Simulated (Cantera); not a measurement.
An isothermal, constant-pressure homogeneous reactor starts with C₃H₈ : H₂ = 1 : 31 (molar parts), at 1400 K and 0.00300 bar.

Cantera simulation using GRI-Mech 3.0 (53 species, 325 reactions); the numbers are that mechanism's predictions, not measurements. GRI-Mech 3.0 was tuned for natural gas; its chemistry of propane as a main component is partial and can be far from experiment. GRI-Mech 3.0 stops at C3 and has no aromatics, soot or wall deposition, so with more carbon than oxygen in the feed, carbon stays in small species such as C2H2 where larger ones or solid carbon would form. Radical loss at walls, strong at low pressure, is not modelled.

x: mole fraction; the columns are a selection and need not sum to one.

| t (s) | x C₃H₈ | x H₂ | x C₂H | x H | x CH₂ | x CH₃ |
|---|---|---|---|---|---|---|
| 6.00e-5 | 0.0312 | 0.969 | <1e-12 | 7.09e-6 | 1.65e-11 | 4.61e-5 |
| 0.000138 | 0.0311 | 0.969 | <1e-12 | 2.80e-5 | 2.58e-10 | 0.000107 |
| 0.000318 | 0.0309 | 0.968 | <1e-12 | 8.53e-5 | (withheld) | 0.000278 |
| 0.000731 | 0.0300 | 0.967 | <1e-12 | 0.000205 | (withheld) | 0.000775 |
| 0.00168 | 0.0265 | 0.964 | 4.22e-12 | 0.000477 | (withheld) | 0.00187 |
| 0.00387 | 0.0146 | 0.951 | 2.82e-10 | 0.00121 | 1.35e-6 | 0.00319 |
| 0.00891 | 0.000853 | 0.937 | 6.37e-9 | 0.00197 | 1.29e-6 | 0.00170 |
| 0.0205 | 7.28e-6 | 0.937 | 7.27e-9 | 0.000899 | (withheld) | 0.000639 |
| 0.0472 | 4.28e-8 | 0.938 | 4.78e-9 | 0.000406 | (withheld) | 0.000285 |
| 0.109 | 8.39e-10 | 0.938 | 2.93e-9 | 0.000196 | (withheld) | 0.000137 |
| 0.250 | 2.31e-10 | 0.939 | 1.79e-9 | 0.000100 | (withheld) | 6.99e-5 |
| 0.575 | 7.67e-11 | 0.939 | 1.14e-9 | 5.51e-5 | (withheld) | 3.84e-5 |
| 1.32 | 2.97e-11 | 0.939 | 8.34e-10 | 3.55e-5 | 6.68e-10 | 2.46e-5 |
| 3.04 | 1.36e-11 | 0.939 | 8.44e-10 | 3.20e-5 | 5.39e-10 | 2.21e-5 |
| 7.00 | 1.02e-11 | 0.940 | 1.29e-9 | 4.51e-5 | (withheld) | 3.11e-5 |

Problem. Fill in the missing entries.

Solution. 
- 0.000318, x CH₂: 4.04e-9
- 0.000731, x CH₂: 5.38e-8
- 0.00168, x CH₂: 4.09e-7
- 0.0205, x CH₂: 3.14e-7
- 0.0472, x CH₂: 7.54e-8
- 0.109, x CH₂: 1.91e-8
- 0.250, x CH₂: 5.19e-9
- 0.575, x CH₂: 1.60e-9
- 7.00, x CH₂: 1.05e-9
